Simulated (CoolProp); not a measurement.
R410A at 298.15 K and 0.714 MPa flows at 5.8 m/s in a round tube of 12.7 mm bore and 45 µm roughness, fully developed (64/Re and Nu = 3.66 if laminar; Colebrook and Gnielinski if turbulent). Each further row changes one setting.

Values from CoolProp's reference Helmholtz-energy equation of state, Lemmon 2003. It is a pseudo-pure fit of the blend.

```
case               Reynolds number  Darcy friction factor  pressure drop (Pa/m)  heat-transfer coefficient (W/(m² K))  mass flow (kg/h)
-----------------  ---------------  ---------------------  --------------------  ------------------------------------  ----------------
as stated                   130000                 0.0283                   871                                   478              61.4
velocity 11.6 m/s           261000                 0.0279                  3430                                   945               123
diameter 25.4 mm            261000                 0.0234                   360                                   395               245
```

Viscosity comes from a separate model (Geller 2000). Thermal conductivity comes from a separate model (Geller 2001).
